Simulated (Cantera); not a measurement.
Input: 1 mol NH3, 0.095 mol O2, 0.21 mol H2, held at 5400000 Pa.

Method: chemical equilibrium by Gibbs-energy minimisation in Cantera with the NASA 1993 tables (ideal gas, pure condensed phases). Candidate condensed phases: H2O; 24 gas species. The ideal-gas law is rough above about 30 bar. Kinetics and transport are ignored.

**Question.** At 1148 K, list the 4 most abundant gas species with their mole fractions, and the condensed phases.

**Answer.** H2 0.685, N2 0.225, H2O 0.0863, NH3 0.00358. Condensed: gas only.
